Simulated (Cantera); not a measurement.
Input: 1 mol Fe3O4, 1.5 mol H2, 2.9 mol H2O, held at 0.120 Torr.

These are equilibrium values from Cantera (NASA tables, ideal gas, pure condensed phases), not measurements of a reactor. Candidate condensed phases: Fe, FeO, Fe(OH)2, Fe(OH)3, Fe2O3, Fe3O4, H2O; 12 gas species. The tables' stoichiometric FeO is somewhat more stable than real wüstite, so its field is too wide. FeO: taken at fixed stoichiometry. Equilibrium is a limit: real reactors are often held back by kinetics, nucleation or transport.

Problem. What share of the Fe ends up in condensed phases as a function of T (K), at 1198, 1298, 1398, 1498, 1598, 1698, 1798, 1898, 1998, 2098?

Solution. 
```csv
T (K),Fe condensed (%),as
1198,100.0,FeO(s)
1298,100.0,FeO(s)
1398,100.0,FeO(s)
1498,100.0,FeO(s)
1598,99.9,FeO(s)
1698,99.6,FeO(l)
1798,98.4,FeO(l)
1898,93.9,FeO(l)
1998,74.8,FeO(l)
2098,0.0,-
```
